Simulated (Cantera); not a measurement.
Input (Python, Cantera) and output of one run.

```python
import numpy as np
import cantera as ct

gas_names = """
    Cr CrO CrO2 CrO3 H HO2 H2 H2O H2O2 O OH O2 O3
""".split()
cond_names = """
    Cr(cr) Cr(L) Cr2O3(s) Cr2O3(L) H2O(s) H2O(L)
""".split()


def load(file, names, dense=False):
    # The tables refer to 1 bar. Condensed volumes are neglected.
    table = {s.name: s for s in ct.Species.list_from_file(file)}
    out = []
    for n in names:
        d = dict(table[n].input_data)
        d["thermo"] = dict(d["thermo"], **{"reference-pressure": 1e5})
        if dense:
            d["equation-of-state"] = {"model": "constant-volume", "density": "1e6 g/cm^3"}
        out.append(ct.Species.from_dict(d))
    return out


gas = ct.Solution(thermo="ideal-gas", species=load("nasa_gas.yaml", gas_names))
cond = {s.name: ct.Solution(thermo="fixed-stoichiometry", species=[s], name=s.name)
        for s in load("nasa_condensed.yaml", cond_names, dense=True)}
atoms = {
    'Cr': {'Cr': 1},
    'O2': {'O': 2},
    'H2': {'H': 2},
}
top_T = {}  # K; cautious upper limits of use, not melting points


def equilibrate(T, P, feed):
    n = {}
    for name, mol in feed.items():
        for a, k in atoms[name].items():
            n[a] = n.get(a, 0.0) + k * mol
    gas.TPX = T, P, n
    mass = sum(n.values()) * gas.mean_molecular_weight
    gas.equilibrate("TP")
    valid = [c for c in cond.values() if c.min_temp <= T <= top_T.get(c.name, c.max_temp)]
    mix = ct.Mixture([(gas, mass / gas.mean_molecular_weight)] + [(c, 0.0) for c in valid])
    mix.T, mix.P = T, P
    mix.equilibrate("TP", solver="vcs", rtol=1e-11, max_steps=5000)
    return mix


results = []
feed = {'Cr': 1, 'O2': 6.2, 'H2': 30}  # mol
T = 1850  # K
P = 133.322  # Pa
mix = equilibrate(T, P, feed)
results.append((T, P, feed, dict(zip(mix.species_names, mix.species_moles))))
x = sorted(zip(gas.X, gas.species_names), reverse=True)
print(f"T = {T:g} K  P = {P:g} Pa  gas = {mix.phase_moles(0):.4g} mol")
print("   x: " + "  ".join(f"{s} {v:.3e}" for v, s in x if v > 0.001))
print("   condensed (mol): " + ("  ".join(f"{mix.phase(i).name} {mix.phase_moles(i):.4g}"
      for i in range(1, mix.n_phases) if mix.phase_moles(i) > 1e-12) or "none"))
```

Output:

```
T = 1850 K  P = 133.322 Pa  gas = 30.19 mol
   x: H2 6.266e-01  H2O 3.609e-01  H 1.168e-02
   condensed (mol): Cr2O3(s) 0.4952
```

Method: chemical equilibrium by Gibbs-energy minimisation in Cantera with the NASA 1993 tables (ideal gas, pure condensed phases).
